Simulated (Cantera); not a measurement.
# Equilibrium for silicon oxide and oxynitride deposition: SiH2Cl2 + N2O + N2

A closed system holds: 1 mol SiH2Cl2, 2 mol N2O, 72 mol N2, at 1773 K and 10.0 mbar.

Cantera equilibrium calculation (NASA polynomials, part measured and part estimated; ideal gas, pure solids and liquids). Candidate condensed phases: H2O, NH4Cl, Si, SiO2, Si2N2O, Si3N4; 47 gas species. The tables hold silica as quartz up to 1696 K and as liquid above; real silica turns to tridymite and cristobalite and melts near 1996 K. Equilibrium is a limit: real reactors are often held back by kinetics, nucleation or transport.

```
Item                                 Result
--------------------------------  ---------
x(N2)                                 0.972
x(HCl)                               0.0242
x(Cl)                               0.00203
x(H2)                              0.000683
x(SiO)                             0.000298
x(H2O)                             0.000294
x(H)                                7.43e-5
x(OH)                               1.99e-6
x(NO)                               1.65e-6
n(SiO2(condensed))                0.977 mol
gas amount                        76.10 mol
log10 activity of Si(l) (absent)      -8.03
```
